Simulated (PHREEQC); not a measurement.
A column of 0.5 m (30 cells, dispersivity 0.018 m, 720 s a shift, diffusion coefficient 3e-10 m²/s) holds 0.009 eq of the database's cation exchanger X per kg of pore water, first in equilibrium with 0.7 mmol/kgw NH4Cl and 0.01 mmol/kgw HCl. It is flushed with 0.0024 mol CaCl2 and 1e-05 mol HCl per kg of water, at 15 °C. Values are for the last cell. The system is closed to CO2. Precipitation was switched off in this run.

Base run: PHREEQC, ion-association model, phreeqc.dat. Each further column changes one thing. The table gives NH4 in solution (mol/kgw).

```
pore volumes      base  exchange capacity from 0.009 to 0.0045 eq/kgw  dispersivity from 0.018 to 0.036 m
------------  --------  ---------------------------------------------  ----------------------------------
0             0.000700                                       0.000700                            0.000700
0.6167        0.000884                                       0.000884                             0.00122
1.017          0.00307                                        0.00307                                   ?
1.617          0.00469                                        0.00469                             0.00452
2.217          0.00480                                              ?                                   ?
2.817          0.00254                                        1.09e-5                             0.00206
3.217         0.000223                                              ?                            0.000526
3.817          9.71e-6                                        4.27e-8                                   ?
4.417          4.97e-7                                        1.53e-9                             1.56e-5
5.017          2.71e-8                                       5.48e-11                             2.94e-6
5.417          3.98e-9                                       5.94e-12                                   ?
6.017         2.28e-10                                       2.12e-13                                   ?
```

Complete the blanks.


- 1.017, dispersivity from 0.018 to 0.036 m: 0.00312
- 2.217, exchange capacity from 0.009 to 0.0045 eq/kgw: 0.000321
- 2.217, dispersivity from 0.018 to 0.036 m: 0.00477
- 3.217, exchange capacity from 0.009 to 0.0045 eq/kgw: 1.19e-6
- 3.817, dispersivity from 0.018 to 0.036 m: 8.61e-5
- 5.417, dispersivity from 0.018 to 0.036 m: 9.81e-7
- 6.017, dispersivity from 0.018 to 0.036 m: 1.91e-7
